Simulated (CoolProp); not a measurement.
A Linde-Hampson liquefier for methane: isothermal reversible compression at 200 K from 1 atm to 15 MPa, throttling to 1 atm, return gas leaving the recuperator 2 K below the feed. Each further row changes one setting.

Model: reference Helmholtz-energy equation of state, Setzmann 1991, in CoolProp.

| case | liquid yield per pass | compression work (kJ/kg of gas) |
|---|---|---|
| as stated | 0.504 | 411 |
| high pressure 30 MPa | [?] | 458 |
| warm-end temperature 230 K | [?] | [?] |
| warm-end gap 7 K | [?] | 411 |

### Question
What belongs in the gaps?

### Answer

- high pressure 30 MPa, liquid yield per pass: 0.506
- warm-end temperature 230 K, liquid yield per pass: 0.366
- warm-end temperature 230 K, compression work (kJ/kg of gas): 520
- warm-end gap 7 K, liquid yield per pass: 0.497
